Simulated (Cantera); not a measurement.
Si + NF3 (silicon etching in halogen gases)

A closed system holds: 1 mol Si, 1.7 mol NF3, equilibrated at 2.40 Pa.

Equilibrium computed with Cantera from the NASA thermochemical tables; the gas is ideal and each condensed phase is pure. Candidate condensed phases: Si, Si3N4; 16 gas species. Rates play no part.

```json
[
 {"T (°C)": "225", "log p SiF4": "-4.93", "log p F": "-8.42", "log p N2": "-5.10", "log p F2": "-6.25", "log p NF3": "-5.41", "log p SiF3": "<-16"},
 {"T (°C)": "325", "log p SiF4": "-4.99", "log p F": "-6.54", "log p N2": "-5.08", "log p F2": "-5.33", "log p NF3": "-6.32", "log p SiF3": "<-16"},
 {"T (°C)": "425", "log p SiF4": "-5.03", "log p F": "-5.57", "log p N2": "-5.10", "log p F2": "-5.42", "log p NF3": "-8.12", "log p SiF3": "<-16"},
 {"T (°C)": "525", "log p SiF4": "-5.07", "log p F": "-5.12", "log p N2": "-5.14", "log p F2": "-6.06", "log p NF3": "-10.33", "log p SiF3": "<-16"},
 {"T (°C)": "625", "log p SiF4": "-5.09", "log p F": "-5.05", "log p N2": "-5.16", "log p F2": "-7.12", "log p NF3": "-12.87", "log p SiF3": "<-16"},
 {"T (°C)": "725", "log p SiF4": "-5.09", "log p F": "-5.05", "log p N2": "-5.16", "log p F2": "-8.06", "log p NF3": "-15.05", "log p SiF3": "<-16"},
 {"T (°C)": "825", "log p SiF4": "-5.09", "log p F": "-5.05", "log p N2": "-5.16", "log p F2": "-8.85", "log p NF3": "<-16", "log p SiF3": "<-16"},
 {"T (°C)": "925", "log p SiF4": "-5.09", "log p F": "-5.05", "log p N2": "-5.16", "log p F2": "-9.51", "log p NF3": "<-16", "log p SiF3": "<-16"},
 {"T (°C)": "1025", "log p SiF4": "-5.09", "log p F": "-5.05", "log p N2": "-5.16", "log p F2": "-10.06", "log p NF3": "<-16", "log p SiF3": "-16.15"},
 {"T (°C)": "1125", "log p SiF4": "-5.09", "log p F": "-5.05", "log p N2": "-5.16", "log p F2": "-10.54", "log p NF3": "<-16", "log p SiF3": "-14.40"},
 {"T (°C)": "1225", "log p SiF4": "-5.09", "log p F": "-5.05", "log p N2": "-5.16", "log p F2": "-10.96", "log p NF3": "<-16", "log p SiF3": "-12.88"}
]
```
log p: log10 of the partial pressure in bar; nothing condenses.

From 225 °C to 1225 °C nothing is condensed. The main Si-bearing gas is SiF4 throughout.
